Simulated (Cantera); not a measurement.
Input: 1 mol Pb, 50 mol N2, 0.62 mol CO, held at 1125 °C and 0.100 bar.

These are equilibrium values from Cantera (NASA tables, ideal gas, pure condensed phases), not measurements of a reactor. Candidate condensed phases: C, Pb, PbO, PbO2, Pb3O4; 27 gas species. The numbers say what is thermodynamically allowed, not how fast it happens.

What is the equilibrium state?


```json
{
 "x(N2)": "0.969",
 "x(Pb)": "0.0194",
 "x(CO)": "0.0120",
 "gas_amount": "51.62 mol",
 "log10 activity of Pb(l) (absent)": "-0.64"
}
```
